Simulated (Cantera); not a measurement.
Charge: 1 mol Mg(OH)2, 0.99 mol H2, 0.64 mol H2O, 7.7 mol CO2, held at 1448 K and 105 Torr.

Cantera equilibrium calculation (NASA polynomials, part measured and part estimated; ideal gas, pure solids and liquids). Candidate condensed phases: C, C6H6, C7H8, C8H18, H2O, Mg, MgCO3, MgO, Mg(OH)2; 116 gas species. Rates play no part.

Base state: CO2 0.662, H2O 0.242, CO 0.0830, H2 0.0128 (mole fractions); condensed: MgO(s).

Q: What changes in the equilibrium state with this change: H2 from 0.99 to 8.7 mol?

A: 
| species | before | after |
|---|---|---|
| H2O | 0.242 | 0.349 |
| CO | 0.0830 | 0.258 |
| H2 | 0.0128 | 0.224 |
| CO2 | 0.662 | 0.169 |
| H | 2.79e-6 | 1.17e-5 |
| MgO(s), mol | 1.00 | 1.000 |
